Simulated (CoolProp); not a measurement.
R1234yf at several states: density (kg/m³) from the reference equation and from simpler models built on Tc = 367.8 K, pc = 33.84 bar, ω = 0.276; each cubic takes its own stable root.

Model: reference Helmholtz-energy equation of state, Lemmon 2022, in CoolProp.

```csv
T (K),p (bar),phase,reference
276.7,108,liquid,1209
387.3,12.4,gas,49.65
157.5,2.04,liquid,1486
242.5,1.9,liquid,1267
```

Problem. How far does each simpler model (van der Waals, Redlich-Kwong, Soave-Redlich-Kwong, Peng-Robinson) lie from the reference over these 4 states: mean and median of the absolute difference, and the worst?

Solution. 
- van der Waals: mean 44.8 %, median 39.5 %, worst -99.1 % at 242.5 K and 1.9 bar
- Redlich-Kwong: mean 10.0 %, median 13.0 %, worst -14.1 % at 242.5 K and 1.9 bar
- Soave-Redlich-Kwong: mean 8.3 %, median 10.1 %, worst -12.4 % at 157.5 K and 2.04 bar
- Peng-Robinson: mean 1.4 %, median 1.4 %, worst +1.9 % at 276.7 K and 108 bar

At some of these states van der Waals gives the other phase, because its saturation line lies elsewhere.
